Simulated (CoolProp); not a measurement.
The numbers come from the reference Helmholtz-energy equation of state, Lemmon 2006 in CoolProp. It is a short technical equation, of lower accuracy than the large ones.

Task: For CH3F (R41), give the phase and the speed of sound (m/s), isothermal compressibility (1/MPa), expansivity (1/kK), fugacity coefficient at 170.7 K and 197 bar.

Result: 
- 170.7 K and 197 bar: liquid; speed of sound 1320, isothermal compressibility 0.000916, expansivity 1.85, fugacity coefficient 0.00179
